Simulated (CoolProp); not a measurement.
Vapour-liquid equilibrium of propane (1) + isobutene (2) at 0.248 MPa; x and y are mole fractions of (1).

Model: multi-fluid Helmholtz-energy mixture model, Lemmon 2009 and Lemmon 2005; pair parameters Bell 2016, in CoolProp.

```csv
x,"bubble temperature, mixture model (°C)","bubble temperature, Raoult's law (°C)","y, mixture model","y, Raoult's law"
0.05,13.9,15.0,0.167,0.147
0.125,8.6,10.4,0.345,0.325
0.2,4.5,6.4,0.471,0.463
0.275,1.0,2.8,0.567,0.572
0.35,-1.9,-0.5,0.643,0.660
0.425,-4.5,-3.5,0.707,0.731
0.5,-6.8,-6.2,0.762,0.789
0.575,-9.1,-8.6,0.810,0.837
0.65,-11.1,-10.9,0.854,0.878
0.725,-13.1,-13.0,0.892,0.912
0.8,-15.0,-15.0,0.927,0.941
0.875,-16.8,-16.8,0.958,0.966
0.95,-18.5,-18.5,0.984,0.987
```

The largest gap from Raoult's law is -1.9 K in bubble temperature, at x = 0.2. No azeotrope shows between x = 0.05 and 0.95.

The pair parameters rest on a limited set of measurements; away from them the model extrapolates.
